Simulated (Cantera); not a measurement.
What does this Cantera script print?

```python
import numpy as np
import cantera as ct

gas = ct.Solution("gri30.yaml")
gas.TPX = 2000, 101325, {'C2H6': 1, 'N2': 32}
inlet = ct.Reservoir(gas, clone=True)

reactor = ct.IdealGasConstPressureReactor(gas, energy="off", clone=False)
exhaust = ct.Reservoir(gas, clone=True)
tau = [5.3, 2.1, 0.86, 0.35, 0.14, 0.057, 0.023, 0.0092, 0.0037, 0.0015][0]
for a, b in ((inlet, reactor), (reactor, exhaust)):
    ct.MassFlowController(a, b, mdot=lambda t: reactor.mass / tau)
net = ct.ReactorNet([reactor])
show = ['C2H6', 'C2H4', 'C2H', 'CH2', 'H']

rows = []
print(f"{'tau/s':>10s}{'T/K':>9s}" + "".join(f"{s:>11s}" for s in show))
for tau in [5.3, 2.1, 0.86, 0.35, 0.14, 0.057, 0.023, 0.0092, 0.0037, 0.0015]:
    net.initial_time = 0.0
    net.advance(30 * tau)
    before = gas.X
    net.advance(40 * tau)
    drift = np.max(np.abs(gas.X - before) / (gas.X + 1e-9))
    rows.append([gas.T, *gas[show].X, drift])
    print(f"{tau:10.3e}{gas.T:9.1f}" + "".join(f"{x:11.3e}" for x in gas[show].X))
```

Result:

```
     tau/s      T/K       C2H6       C2H4        C2H        CH2          H
 5.300e+00   2000.0  2.558e-08  1.049e-05  3.458e-06  1.897e-07  3.904e-04
 2.100e+00   2000.0  6.420e-08  1.085e-05  3.536e-06  3.008e-07  3.927e-04
 8.600e-01   2000.0  1.562e-07  1.150e-05  3.621e-06  4.731e-07  3.966e-04
 3.500e-01   2000.0  3.815e-07  1.292e-05  3.723e-06  7.493e-07  4.031e-04
 1.400e-01   2000.0  9.439e-07  1.631e-05  3.859e-06  1.201e-06  4.139e-04
 5.700e-02   2000.0  2.280e-06  2.412e-05  4.049e-06  1.917e-06  4.309e-04
 2.300e-02   2000.0  5.505e-06  4.217e-05  4.336e-06  3.092e-06  4.577e-04
 9.200e-03   2000.0  1.324e-05  8.268e-05  4.764e-06  5.040e-06  4.987e-04
 3.700e-03   2000.0  3.127e-05  1.689e-04  5.368e-06  8.205e-06  5.571e-04
 1.500e-03   2000.0  7.241e-05  3.453e-04  6.154e-06  1.319e-05  6.334e-04
```

Computed with Cantera and GRI-Mech 3.0 (53 species, 325 reactions). GRI-Mech 3.0 stops at C3 and has no aromatics, soot or wall deposition, so with more carbon than oxygen in the feed, carbon stays in small species such as C2H2 where larger ones or solid carbon would form.
